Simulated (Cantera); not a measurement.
A perfectly stirred reactor is fed with NH3 : H2 = 1 : 0.25 (molar parts), at 0.450 bar; it is held at 1823 K, and followed from long to short residence time.

Computed with Cantera and the gas-phase N/H chemistry of the illustrative SiF4/NH3 mechanism in the Surface Chemkin manual (1991). Walls and surfaces, which speed up NH3 decomposition in real reactors, are not modelled.

Question: Predict: x(NH3) at τ = 0.930 s; x(H2) at τ = 0.930 s; x(N2) at τ = 0.930 s; x(H) at τ = 0.930 s; x(N2H4) at τ = 0.930 s; x(NH3) at τ = 85.0 ms; x(H2) at τ = 85.0 ms; x(N2) at τ = 85.0 ms; x(H) at τ = 85.0 ms; x(N2H4) at τ = 85.0 ms.

Answer: 
| Property | Value |
|---|---|
| x(NH3) at τ = 0.930 s | 0.282 |
| x(H2) at τ = 0.930 s | 0.574 |
| x(N2) at τ = 0.930 s | 0.144 |
| x(H) at τ = 0.930 s | 0.000158 |
| x(N2H4) at τ = 0.930 s | 4.48e-8 |
| x(NH3) at τ = 85.0 ms | 0.675 |
| x(H2) at τ = 85.0 ms | 0.290 |
| x(N2) at τ = 85.0 ms | 0.0344 |
| x(H) at τ = 85.0 ms | 5.96e-5 |
| x(N2H4) at τ = 85.0 ms | 1.43e-7 |
